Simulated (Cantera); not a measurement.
Si + F₂ (silicon etching in halogen gases)

Charge: 1 mol Si, 9.9 mol F₂, held at 923 K.

Cantera equilibrium calculation (NASA polynomials, part measured and part estimated; ideal gas, pure solids and liquids). Candidate condensed phases: Si; 9 gas species. Kinetics and transport are ignored.

From 1.00e-5 bar to 1.00 bar nothing is condensed. The main Si-bearing gas is SiF₄ throughout.

```
P (Pa)     x F     x F₂  x SiF₄
------  ------  -------  ------
1        0.935  0.00474  0.0598
6.80     0.908   0.0304  0.0613
46       0.780    0.152  0.0685
320      0.493    0.422  0.0846
2200     0.236    0.665  0.0991
15000   0.0989    0.794   0.107
100000  0.0396    0.850   0.110
```
x: gas mole fraction; nothing condenses.
